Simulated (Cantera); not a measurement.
An isothermal, constant-pressure homogeneous reactor starts with C2H6 : N2 = 1 : 42 (molar parts), at 1825 K and 1330 Pa.

Cantera simulation using GRI-Mech 3.0 (53 species, 325 reactions); the numbers are that mechanism's predictions, not measurements. GRI-Mech 3.0 stops at C3 and has no aromatics, soot or wall deposition, so with more carbon than oxygen in the feed, carbon stays in small species such as C2H2 where larger ones or solid carbon would form. Radical loss at walls, strong at low pressure, is not modelled.

One state of this run: x C2H6 = 1.12e-6; x HCN = 6.16e-5; x C2H2 = 0.0200; x H = 0.000750; x CH4 = 0.00265; x C2H = 3.76e-6. x: mole fraction; the columns are a selection and need not sum to one.

Task: Which value of t (s) does it belong to?
(A) 0.142
(B) 0.0179
(C) 3.19
(D) 0.00633

Result: D, 0.00633
